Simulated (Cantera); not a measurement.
Input: 1 mol SiO2, 88 mol HCl, 19 mol H2, held at 0.100 bar.

Method: chemical equilibrium by Gibbs-energy minimisation in Cantera with the NASA 1993 tables (ideal gas, pure condensed phases). Candidate condensed phases: H2O, Si, SiO2; 30 gas species. The tables' values for SiCl3 are old estimates; treat these amounts as uncertain. The tables hold silica as quartz up to 1696 K and as liquid above; real silica turns to tridymite and cristobalite and melts near 1996 K. The numbers say what is thermodynamically allowed, not how fast it happens.

x: gas mole fraction; n: condensed amount in mol.

| T (°C) | x HCl | x H2 | x H2O | x SiO | n SiO2(α-quartz) | n SiO2(β-quartz) | n SiO2(condensed) |
|---|---|---|---|---|---|---|---|
| 427 | 0.822 | 0.178 | 8.00e-6 | <1e-12 | 1.000 | 0 | 0 |
| 527 | 0.822 | 0.178 | 2.04e-5 | <1e-12 | 0.999 | 0 | 0 |
| 627 | 0.822 | 0.178 | 4.19e-5 | <1e-12 | 0 | 0.998 | 0 |
| 727 | 0.822 | 0.178 | 7.40e-5 | <1e-12 | 0 | 0.996 | 0 |
| 827 | 0.822 | 0.178 | 0.000118 | 3.16e-12 | 0 | 0.994 | 0 |
| 927 | 0.822 | 0.178 | … | … | 0 | 0.991 | 0 |
| 1027 | 0.822 | 0.178 | 0.000242 | 1.55e-8 | 0 | 0.987 | 0 |
| 1127 | 0.822 | 0.178 | 0.000326 | 4.18e-7 | 0 | 0.983 | 0 |
| 1227 | 0.822 | 0.178 | … | … | 0 | 0.976 | 0 |
| 1327 | 0.821 | 0.177 | 0.000649 | 7.01e-5 | 0 | 0.962 | 0 |
| 1427 | 0.820 | 0.177 | 0.00111 | 0.000441 | 0 | 0 | 0.917 |
| 1527 | 0.818 | 0.176 | 0.00227 | 0.00170 | 0 | 0 | 0.787 |

Q: Fill in the missing entries.

A: 
- 1227, x H2O: 0.000444
- 1227, x SiO: 6.86e-6
- 927, x H2O: 0.000173
- 927, x SiO: 3.19e-10
